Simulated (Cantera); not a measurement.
Input: 1 mol SiH₂Cl₂, 25 mol N₂O, 0.1 mol H₂, at 1575 K and 0.780 bar.

Method: chemical equilibrium by Gibbs-energy minimisation in Cantera with the NASA 1993 tables (ideal gas, pure condensed phases). Candidate condensed phases: H₂O, NH₄Cl, Si, SiO₂, Si₂N₂O, Si₃N₄; 47 gas species. The tables hold silica as quartz up to 1696 K and as liquid above; real silica turns to tridymite and cristobalite and melts near 1996 K. Rates play no part.

What is the equilibrium state?


- x(N₂): 0.648
- x(O₂): 0.293
- x(HCl): 0.0413
- x(H₂O): 0.00787
- x(Cl): 0.00542
- x(Cl₂): 0.00257
- x(NO): 0.00186
- x(ClO): 5.82e-5
- x(OH): 4.73e-5
- n(SiO₂(β-quartz)): 1.00 mol
- gas amount: 38.55 mol
- log10 activity of Si(s) (absent): -20.27
